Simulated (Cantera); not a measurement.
A freely propagating, adiabatic, planar premixed flame of H₂ : O₂ : N₂ = 1 : 0.847 : 3.19 (molar parts), equivalence ratio 0.59, unburnt at 600 K and 760 Torr; mixture-averaged transport, grid criteria slope 0.08 and curve 0.16, no radiation.

Cantera simulation using the H2/O2 subset of GRI-Mech 3.0, which has no nitrogen chemistry; the numbers are that mechanism's predictions, not measurements. Burning velocities carry a grid error of a few per cent, more on coarse grids. Lean hydrogen flames are cellular in practice and burn faster than this planar one.

x: mole fraction of selected species; z is measured from the peak of heat release.

```json
[
 {"z (mm)": "-1.26", "T (K)": "600", "u (m/s)": "4.21", "x H₂": "0.199", "x O₂": "0.168", "x H": "<1e-8", "x O": "<1e-8", "x OH": "<1e-8", "x H₂O": "<1e-8"},
 {"z (mm)": "-0.841", "T (K)": "600", "u (m/s)": "4.21", "x H₂": "0.199", "x O₂": "0.168", "x H": "<1e-8", "x O": "<1e-8", "x OH": "<1e-8", "x H₂O": "<1e-8"},
 {"z (mm)": "-0.631", "T (K)": "600", "u (m/s)": "4.21", "x H₂": "0.198", "x O₂": "0.168", "x H": "<1e-8", "x O": "<1e-8", "x OH": "<1e-8", "x H₂O": "1.77e-7"},
 {"z (mm)": "-0.421", "T (K)": "600", "u (m/s)": "4.21", "x H₂": "0.198", "x O₂": "0.168", "x H": "5.69e-8", "x O": "2.51e-8", "x OH": "<1e-8", "x H₂O": "5.91e-6"},
 {"z (mm)": "-0.210", "T (K)": "638", "u (m/s)": "4.41", "x H₂": "0.184", "x O₂": "0.170", "x H": "0.000166", "x O": "1.63e-5", "x OH": "9.10e-5", "x H₂O": "0.00259"},
 {"z (mm)": "-0.105", "T (K)": "[?]", "u (m/s)": "5.74", "x H₂": "0.145", "x O₂": "0.164", "x H": "0.00344", "x O": "0.000436", "x OH": "0.000743", "x H₂O": "0.0260"},
 {"z (mm)": "0", "T (K)": "[?]", "u (m/s)": "7.91", "x H₂": "0.0776", "x O₂": "0.133", "x H": "0.0149", "x O": "0.00447", "x OH": "0.00312", "x H₂O": "0.0927"},
 {"z (mm)": "0.105", "T (K)": "[?]", "u (m/s)": "9.54", "x H₂": "0.0294", "x O₂": "0.0961", "x H": "0.0207", "x O": "0.0102", "x OH": "0.00764", "x H₂O": "0.155"},
 {"z (mm)": "0.210", "T (K)": "[?]", "u (m/s)": "10.4", "x H₂": "0.0156", "x O₂": "0.0827", "x H": "0.0177", "x O": "0.0116", "x OH": "0.0102", "x H₂O": "0.178"},
 {"z (mm)": "0.421", "T (K)": "1747", "u (m/s)": "11.3", "x H₂": "0.0108", "x O₂": "0.0779", "x H": "0.0110", "x O": "0.00958", "x OH": "0.0116", "x H₂O": "0.190"},
 {"z (mm)": "0.841", "T (K)": "1869", "u (m/s)": "12.0", "x H₂": "0.00735", "x O₂": "0.0763", "x H": "0.00529", "x O": "0.00628", "x OH": "0.0112", "x H₂O": "0.199"},
 {"z (mm)": "1.68", "T (K)": "1959", "u (m/s)": "12.5", "x H₂": "0.00404", "x O₂": "0.0759", "x H": "0.00193", "x O": "0.00335", "x OH": "0.00926", "x H₂O": "0.207"},
 {"z (mm)": "3.36", "T (K)": "2012", "u (m/s)": "12.7", "x H₂": "0.00182", "x O₂": "0.0762", "x H": "0.000548", "x O": "0.00148", "x OH": "0.00661", "x H₂O": "0.212"}
]
```

Problem. What belongs in the gaps?

Solution. 
- -0.105, T (K): 853
- 0, T (K): 1203
- 0.105, T (K): 1463
- 0.210, T (K): 1605
